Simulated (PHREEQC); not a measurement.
0.5 mol of Cd(OH)2 (Cd(OH)2) is brought to equilibrium with 1 kg of water, with rising amounts of Zn(NO3)2, at 25 °C. Oxygen is held at 0.21 atm. The system is closed to CO2. Solids allowed: Cd(OH)2, Zn(OH)2(e). Others were left out.

Model: ion-association model, phreeqc.dat, run in PHREEQC.

Task: Predict Zn+2 (mol/kgw) at Zn(NO3)2 added (mol) = 0.167, 0.208.

Result: 
```json
[
 {"Zn(NO3)2 added (mol)": "0.167", "Zn+2 (mol/kgw)": "0.00126"},
 {"Zn(NO3)2 added (mol)": "0.208", "Zn+2 (mol/kgw)": "0.00167"}
]
```

Species that the database lacks are ignored.
